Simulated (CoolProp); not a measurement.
A Linde-Hampson liquefier for ethane: isothermal reversible compression at 320 K from 1 atm to 40 MPa, throttling to 1 atm, return gas leaving the recuperator 5 K below the feed. Each further row changes one setting.

Model: reference Helmholtz-energy equation of state, Bücker 2006, in CoolProp.

| case | liquid yield per pass | compression work (kJ/kg of gas) |
|---|---|---|
| as stated | (withheld) | 414 |
| high pressure 80 MPa | (withheld) | (withheld) |
| warm-end temperature 350 K | 0.384 | (withheld) |
| warm-end gap 10 K | (withheld) | 414 |

Problem. What belongs in the gaps?

Solution. 
- as stated, liquid yield per pass: 0.454
- high pressure 80 MPa, liquid yield per pass: 0.402
- high pressure 80 MPa, compression work (kJ/kg of gas): 499
- warm-end temperature 350 K, compression work (kJ/kg of gas): 482
- warm-end gap 10 K, liquid yield per pass: 0.446
